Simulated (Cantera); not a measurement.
Mixture: CO : H2 : O2 : N2 = 1 : 0.094 : 1.12 : 5.47 (molar parts), equivalence ratio 0.49, at 61000 Pa, adiabatic and at constant volume. Ignition delay is the time to a rise of 400 K.

Detailed kinetics in Cantera: GRI-Mech 3.0 (53 species, 325 reactions). Where the delays flatten at high temperature, the 400 K rule measures the pace of heat release, not the induction time.

Q: What does this change do: pressure from 61000 Pa to 100000 Pa?

A: 
```
quantity           before     after
---------------  --------  --------
delay at 1100 K  0.543 ms  0.357 ms
delay at 1200 K  0.373 ms  0.218 ms
delay at 1300 K  0.305 ms  0.167 ms
delay at 1400 K  0.280 ms  0.145 ms
delay at 1500 K  0.280 ms  0.136 ms
delay at 1600 K  0.300 ms  0.138 ms
```

Q: What does this change do: 0.056 parts H2O added?

A: 
```json
[
 {"quantity": "delay at 1100 K", "before": "0.543 ms", "after": "0.538 ms"},
 {"quantity": "delay at 1200 K", "before": "0.373 ms", "after": "0.356 ms"},
 {"quantity": "delay at 1300 K", "before": "0.305 ms", "after": "0.281 ms"},
 {"quantity": "delay at 1400 K", "before": "0.280 ms", "after": "0.250 ms"},
 {"quantity": "delay at 1500 K", "before": "0.280 ms", "after": "0.244 ms"},
 {"quantity": "delay at 1600 K", "before": "0.300 ms", "after": "0.256 ms"}
]
```
